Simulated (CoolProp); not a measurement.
Vapour-liquid equilibrium of R114 (1) + benzene (2) at 74.05 °C; x and y are mole fractions of (1).

Model: multi-fluid Helmholtz-energy mixture model, Platzer 1990 and Thol 2012; pair parameters Bell 2016, in CoolProp. This equation is an older, rougher fit; its heat capacities, sound speeds and derivatives of the liquid may be far off and weren't checked against measurements.

```
x     bubble pressure (MPa)  y at the bubble point  dew pressure at overall composition x (MPa)  liquid density (mol/L)
----  ---------------------  ---------------------  -------------------------------------------  ----------------------
0.05                 0.1722                  0.522                                      0.08823                   10.34
0.15                 0.3045                  0.742                                      0.09845                     [?]
0.25                 0.3962                  0.812                                       0.1113                     [?]
0.35                 0.4637                  0.848                                       0.1279                   9.412
0.45                 0.5180                  0.872                                       0.1504                   9.110
0.55                 0.5663                  0.893                                       0.1822                   8.811
0.65                 0.6136                  0.912                                          [?]                     [?]
0.75                 0.6634                  0.933                                       0.3127                     [?]
0.85                    [?]                  0.956                                       0.4681                   7.941
0.95                 0.7795                  0.984                                       0.7037                     [?]
```

Question: What belongs in the gaps?

Answer: 
- 0.15, liquid density (mol/L): 10.03
- 0.25, liquid density (mol/L): 9.718
- 0.65, dew pressure at overall composition x (MPa): 0.2307
- 0.65, liquid density (mol/L): 8.517
- 0.75, liquid density (mol/L): 8.227
- 0.85, bubble pressure (MPa): 0.7180
- 0.95, liquid density (mol/L): 7.660

No azeotrope shows between x = 0.05 and 0.95.

The pair parameters rest on a limited set of measurements; away from them the model extrapolates. With so large a gap from Raoult's law the liquid may split in two, which this calculation doesn't test in full.
